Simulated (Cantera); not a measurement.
Cantera with NASA thermochemical tables; ideal gases at 1 bar, condensed phases pure. Values are per mole of reaction as written; species without (g) are pure solids or liquids, kept so even where they would boil at 1 bar.

B2O2(g) + O(g) → B2O3(g), with ΔH° = -629.1 kJ and ΔS° = -120.0 J/K at 300 K.

Task: How far is the shortcut ΔG° ≈ ΔH°(300 K) − T·ΔS°(300 K) from the full temperature-dependent value at 1600, 1750, 1900, 2050, 2200, 2350, 2500, 2650, 2800, 2950 K?

Result: 
```csv
T (K),shortcut (kJ),full (kJ),difference (kJ),difference in log10 K
1600,-437.2,-427.4,-9.7,0.32
1750,-419.2,-408.0,-11.2,0.33
1900,-401.2,-388.5,-12.6,0.35
2050,-383.2,-369.1,-14.1,0.36
2200,-365.2,-349.6,-15.6,0.37
2350,-347.2,-330.1,-17.1,0.38
2500,-329.2,-310.6,-18.6,0.39
2650,-311.2,-291.1,-20.1,0.40
2800,-293.2,-271.6,-21.6,0.40
2950,-275.2,-252.1,-23.1,0.41
```
The shortcut ignores the heat-capacity change of the reaction.
